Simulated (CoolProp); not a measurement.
Properties of dimethyl carbonate along the isotherm 58.05 °C (Tc = 283.9 °C, pc = 4909 kPa, ω = 0.346).

Computed with CoolProp (reference Helmholtz-energy equation of state, Zhou 2011).

```csv
p (kPa),phase,density (kg/m³),cp (kJ/(kg K)),Joule-Thomson coefficient (K/MPa),isothermal compressibility (1/MPa),fugacity coefficient
245,liquid,1019,1.887,-0.2891,0.001174,0.1314
491,liquid,1019,1.886,-0.2895,0.001170,0.06606
736,liquid,1020,1.886,-0.2899,0.001167,0.04442
982,liquid,1020,1.885,-0.2903,0.001164,0.03356
1230,liquid,1020,1.885,-0.2907,0.001160,0.02700
1470,liquid,1020,1.884,-0.2911,0.001157,0.02277
1720,liquid,1021,1.884,-0.2915,0.001153,0.01962
1960,liquid,1021,1.884,-0.2919,0.001150,0.01735
2210,liquid,1021,1.883,-0.2923,0.001147,0.01551
2450,liquid,1022,1.883,-0.2927,0.001144,0.01410
```
